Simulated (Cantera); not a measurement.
Input: 1 mol MgO, 5.7 mol HF, at 1.33 mbar.

Method: chemical equilibrium by Gibbs-energy minimisation in Cantera with the NASA 1993 tables (ideal gas, pure condensed phases). Candidate condensed phases: H2O, Mg, MgF2, MgO, Mg(OH)2; 31 gas species. Mutual solubility and eutectic melting of coexisting phases are not modelled. Rates play no part.

x: gas mole fraction; n: condensed amount in mol.

```csv
T (K),x HF,x H2O,x MgF2,x H2,n MgF2(s),n MgO(s)
1148,0.787,0.213,4.05e-6,1.06e-5,1.000,0
1223,0.787,0.213,4.61e-5,3.08e-5,1.000,0
1298,0.823,0.177,0.000393,7.03e-5,0.854,___
1373,0.921,0.0758,0.00262,9.32e-5,0.389,___
1448,0.954,0.0312,0.0142,0.000110,0.0960,0.824
1523,0.942,0.0288,0.0290,0.000207,0,0.834
1598,0.923,0.0379,0.0384,0.000461,0,0.781
1673,0.901,0.0481,0.0492,0.000950,0,___
1748,0.876,0.0593,0.0614,0.00182,0,___
```

Fill in the missing entries.


- 1298, n MgO(s): 0.144
- 1373, n MgO(s): 0.597
- 1673, n MgO(s): 0.719
- 1748, n MgO(s): 0.649
